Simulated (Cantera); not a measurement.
A Cantera script and what it prints.

```python
import numpy as np
import cantera as ct

gas_names = [...]  # 110 gases of nasa_gas.yaml made of C, H, O
cond_names = """
    C(gr) C6H6(L) C7H8(L) C8H18(L),n-octa H2O(s) H2O(L)
""".split()


# ... load() reads the species with a 1 bar reference pressure and builds the phases ...
atoms = {
    'CO': {'C': 1, 'O': 1},
    'O2': {'O': 2},
    'H2': {'H': 2},
    'H2O': {'H': 2, 'O': 1},
}
top_T = {'C(gr)': 4500}  # K; cautious upper limits of use, not melting points


# ... equilibrate(T, P, feed) seeds the gas with the atoms and calls Mixture.equilibrate('TP', solver="vcs", rtol=1e-11, max_steps=5000) ...
results = []
feed = {'CO': 1, 'O2': 0.41, 'H2': 19, 'H2O': 0.71}  # mol
P = 100000  # Pa
for T in [525, 675, 825, 975, 1125, 1275, 1425, 1575, 1725, 1875, 2025, 2175, 2325]:
    mix = equilibrate(T, P, feed)
    results.append((T, P, feed, dict(zip(mix.species_names, mix.species_moles))))
    x = sorted(zip(gas.X, gas.species_names), reverse=True)
    print(f"T = {T:g} K  P = {P:g} Pa  gas = {mix.phase_moles(0):.4g} mol")
    print("   x: " + "  ".join(f"{s} {v:.3e}" for v, s in x if v > 1e-05))
    print("   condensed (mol): " + ("  ".join(f"{mix.phase(i).name} {mix.phase_moles(i):.4g}"
          for i in range(1, mix.n_phases) if mix.phase_moles(i) > 1e-12) or "none"))
```

It prints:

```
T = 525 K  P = 100000 Pa  gas = 18.71 mol
   x: H2 8.113e-01  H2O 1.352e-01  CH4 5.345e-02
   condensed (mol): none
T = 675 K  P = 100000 Pa  gas = 18.71 mol
   x: H2 8.113e-01  H2O 1.352e-01  CH4 5.344e-02
   condensed (mol): none
T = 825 K  P = 100000 Pa  gas = 18.78 mol
   x: H2 8.144e-01  H2O 1.324e-01  CH4 5.151e-02  CO 1.106e-03  CO2 6.417e-04
   condensed (mol): none
T = 975 K  P = 100000 Pa  gas = 20.07 mol
   x: H2 8.626e-01  H2O 8.760e-02  CO 2.905e-02  CH4 1.607e-02  CO2 4.716e-03
   condensed (mol): none
T = 1125 K  P = 100000 Pa  gas = 20.68 mol
   x: H2 8.801e-01  H2O 7.150e-02  CO 4.431e-02  CO2 3.273e-03  CH4 7.838e-04
   condensed (mol): none
T = 1275 K  P = 100000 Pa  gas = 20.71 mol
   x: H2 8.800e-01  H2O 7.168e-02  CO 4.599e-02  CO2 2.252e-03  CH4 4.725e-05
   condensed (mol): none
T = 1425 K  P = 100000 Pa  gas = 20.71 mol
   x: H2 8.795e-01  H2O 7.220e-02  CO 4.660e-02  CO2 1.682e-03
   condensed (mol): none
T = 1575 K  P = 100000 Pa  gas = 20.71 mol
   x: H2 8.791e-01  H2O 7.254e-02  CO 4.695e-02  CO2 1.335e-03  H 3.897e-05
   condensed (mol): none
T = 1725 K  P = 100000 Pa  gas = 20.71 mol
   x: H2 8.788e-01  H2O 7.276e-02  CO 4.717e-02  CO2 1.110e-03  H 1.741e-04
   condensed (mol): none
T = 1875 K  P = 100000 Pa  gas = 20.72 mol
   x: H2 8.782e-01  H2O 7.290e-02  CO 4.732e-02  CO2 9.548e-04  H 6.143e-04
   condensed (mol): none
T = 2025 K  P = 100000 Pa  gas = 20.73 mol
   x: H2 8.770e-01  H2O 7.295e-02  CO 4.740e-02  H 1.802e-03  CO2 8.434e-04  OH 1.567e-05
   condensed (mol): none
T = 2175 K  P = 100000 Pa  gas = 20.76 mol
   x: H2 8.743e-01  H2O 7.290e-02  CO 4.741e-02  H 4.565e-03  CO2 7.605e-04  OH 5.111e-05
   condensed (mol): none
T = 2325 K  P = 100000 Pa  gas = 20.82 mol
   x: H2 8.689e-01  H2O 7.265e-02  CO 4.734e-02  H 1.025e-02  CO2 6.965e-04  OH 1.430e-04
   condensed (mol): none
```

These are equilibrium values from Cantera (NASA tables, ideal gas, pure condensed phases), not measurements of a reactor.
